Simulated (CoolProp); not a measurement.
A closed Brayton cycle with nitrogen: compressor inlet 308.15 K and 1.9 MPa, high pressure 5.81 MPa, turbine inlet 975 K, compressor efficiency 0.85, turbine efficiency 0.9, recuperator effectiveness 0.95 (on enthalpy, no pinch check). Each further row changes one setting.

Values from CoolProp's reference Helmholtz-energy equation of state, Span 2000.

```json
[
 {"case": "as stated", "thermal efficiency (%)": "41.0", "net work (kJ/kg)": "113", "compressor to turbine work": "0.56", "compressor exit (K)": "445.3", "turbine exit (K)": "752.7"},
 {"case": "turbine inlet 925 K", "thermal efficiency (%)": "38.3", "net work (kJ/kg)": "99.5", "compressor to turbine work": "0.59", "compressor exit (K)": "445.3", "turbine exit (K)": "712.3"},
 {"case": "compressor inlet 318.15 K", "thermal efficiency (%)": "39.4", "net work (kJ/kg)": "108", "compressor to turbine work": "0.58", "compressor exit (K)": "459.5", "turbine exit (K)": "752.7"},
 {"case": "high pressure 4.94 MPa", "thermal efficiency (%)": "42.4", "net work (kJ/kg)": "104", "compressor to turbine work": "0.53", "compressor exit (K)": "422.6", "turbine exit (K)": "781.6"},
 {"case": "recuperator effectiveness 0.5", "thermal efficiency (%)": "26.6", "net work (kJ/kg)": "113", "compressor to turbine work": "0.56", "compressor exit (K)": "445.3", "turbine exit (K)": "752.7"}
]
```
